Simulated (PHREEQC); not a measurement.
A made-up water analysis in mg/kgw, 25 °C, pH 7.24, pe 9.2:

```
constituent         mg/kgw
------------------  ------
Na                    2650
K                     96.7
Ca                     107
Mg                     359
Cl                    5330
S(6) as SO4           67.4
Alkalinity as HCO3   0.371
Br                    73.7
B                     1.63
Li                   0.464
Si as SiO2            2.76
```

Valence states are taken as typed.

Computed with PHREEQC (ion-association model, phreeqc.dat).

| quantity | before | after |
|---|---|---|
| SO4-2 (mol/kgw) | 0.000440 | 0.000440 |
| MgSO4 (mol/kgw) | 0.000160 | 0.000160 |
| NaSO4- (mol/kgw) | 7.88e-5 | 7.88e-5 |
| CaSO4 (mol/kgw) | 2.08e-5 | 2.08e-5 |
| HCO3- (mol/kgw) | 2.90e-6 | 5.86e-6 |
| KSO4- (mol/kgw) | 2.27e-6 | 2.27e-6 |
| SI of Quartz (SiO2) | -0.34 | -0.34 |

**Question.** Name the change that produced these shifts.
A. pH from 7.24 to 6.24 at the same alkalinity
B. pH from 7.24 to 7.54 at the same alkalinity
C. Mg from 359 to 1080 mg/kgw

**Answer.** A, pH from 7.24 to 6.24 at the same alkalinity

Precipitation was switched off in this run.
